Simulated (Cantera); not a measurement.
## Low-pressure radical oxidation in H2/O2

An isothermal, constant-pressure homogeneous reactor starts with H2 : O2 = 0.14 : 1 (molar parts), equivalence ratio 0.070, at 1048 K and 0.00148 atm.

Model: the H2/O2 subset of GRI-Mech 3.0, which has no nitrogen chemistry, integrated in Cantera. Radical loss at walls, strong at low pressure, is not modelled. The temperature is held fixed by assumption; the heat of reaction is taken as removed at once.

```json
[
 {"t (s)": "2.00e-5", "x H2": "0.123", "x O2": "0.877", "x H2O": "<1e-12", "x OH": "<1e-12", "x HO2": "8.23e-12"},
 {"t (s)": "0.000125", "x H2": "0.123", "x O2": "0.877", "x H2O": "<1e-12", "x OH": "2.96e-12", "x HO2": "5.16e-11"},
 {"t (s)": "0.000787", "x H2": "0.123", "x O2": "0.877", "x H2O": "6.64e-11", "x OH": "6.93e-11", "x HO2": "3.24e-10"},
 {"t (s)": "0.00493", "x H2": "0.123", "x O2": "0.877", "x H2O": "1.37e-8", "x OH": "3.37e-9", "x HO2": "2.04e-9"},
 {"t (s)": "0.0309", "x H2": "0.0358", "x O2": "0.829", "x H2O": "0.0646", "x OH": "0.00638", "x HO2": "9.96e-7"},
 {"t (s)": "0.194", "x H2": "0.00310", "x O2": "0.815", "x H2O": "0.104", "x OH": "0.00356", "x HO2": "1.11e-6"},
 {"t (s)": "1.22", "x H2": "0.00104", "x O2": "0.854", "x H2O": "0.125", "x OH": "0.00209", "x HO2": "1.05e-6"},
 {"t (s)": "7.63", "x H2": "3.26e-5", "x O2": "0.869", "x H2O": "0.131", "x OH": "0.000372", "x HO2": "2.60e-7"},
 {"t (s)": "47.8", "x H2": "1.12e-6", "x O2": "0.869", "x H2O": "0.131", "x OH": "6.95e-5", "x HO2": "1.86e-8"},
 {"t (s)": "300", "x H2": "8.95e-8", "x O2": "0.869", "x H2O": "0.131", "x OH": "1.98e-5", "x HO2": "1.93e-9"}
]
```
x: mole fraction; the columns are a selection and need not sum to one.

Equilibrium at this temperature and pressure: H2 1.25e-9, O2 0.869, H2O 0.131, OH 2.34e-6, HO2 1.27e-9 (gas phase only).
